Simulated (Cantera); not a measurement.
**Ignition delay**

Mixture: CO : H2 : CH4 : O2 : N2 = 1 : 0.19 : 0.97 : 4.23 : 21.1 (molar parts), equivalence ratio 0.60, at 1.01 bar, adiabatic and at constant pressure. Ignition delay is the time to a rise of 400 K.

Cantera simulation using GRI-Mech 3.0 (53 species, 325 reactions); the numbers are that mechanism's predictions, not measurements.

```csv
T0 (K),delay (ms)
1200,6.69
1300,2.48
1400,1.03
1500,0.487
1600,0.258
1700,0.151
```

| Property | Result |
|---|---|
| apparent activation energy between 1500 and 1700 K | 120 kJ/mol |
